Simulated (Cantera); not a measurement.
Input: 1 mol Hg, 0.023 mol O2, 0.81 mol H2, at 4200 Pa.

Equilibrium computed with Cantera from the NASA thermochemical tables; the gas is ideal and each condensed phase is pure. Candidate condensed phases: H2O, Hg, HgO; 10 gas species. The numbers say what is thermodynamically allowed, not how fast it happens. All values below are at 1202 °C.

Base state: Hg 0.552, H2 0.422, H2O 0.0254, H 4.11e-5 (mole fractions); condensed: gas only.

Q: What changes in the equilibrium state with this change: Hg replaced by HgO?

A: 
```csv
species,before,after
Hg,0.552,0.519
H2O,0.0254,0.420
O2,<1e-9,0.0612
H2,0.422,1.12e-5
OH,6.49e-8,0.000209
H,4.11e-5,2.11e-7
```
